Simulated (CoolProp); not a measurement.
Saturation properties of acetone (Tc = 235.0 °C, pc = 4692 kPa, ω = 0.307).

Computed with CoolProp (reference Helmholtz-energy equation of state, Lemmon 2006). It is a short technical equation, of lower accuracy than the large ones.

| T (°C) | p (kPa) | liquid density (kg/m³) | enthalpy of vaporisation (kJ/kg) | vapour Z |
|---|---|---|---|---|
| 89.15 | 279.1 | (withheld) | 462.6 | 0.9043 |
| 97.25 | 346.7 | 697.5 | 452.3 | (withheld) |
| 105.35 | 426.3 | 686.6 | (withheld) | 0.8761 |
| 113.35 | 517.9 | 675.5 | 430.5 | (withheld) |
| 121.45 | (withheld) | 663.9 | 418.8 | 0.8432 |
| 129.55 | 748.6 | 651.9 | 406.6 | 0.8245 |
| 137.55 | 887.8 | 639.5 | 393.8 | 0.8047 |
| 145.65 | 1048 | 626.5 | 380.2 | 0.7830 |
| 153.75 | 1229 | 612.8 | 365.8 | (withheld) |
| 161.85 | 1432 | 598.4 | 350.3 | 0.7345 |
| 169.85 | 1658 | 583.4 | 334.0 | 0.7077 |
| 177.95 | 1912 | 567.2 | 316.1 | 0.6783 |

Complete the blanks.


- 89.15, liquid density (kg/m³): 708.1
- 97.25, vapour Z: 0.8908
- 105.35, enthalpy of vaporisation (kJ/kg): 441.6
- 113.35, vapour Z: 0.8604
- 121.45, p (kPa): 625.2
- 153.75, vapour Z: 0.7597

It boils at 56.1 °C under 1 atm.
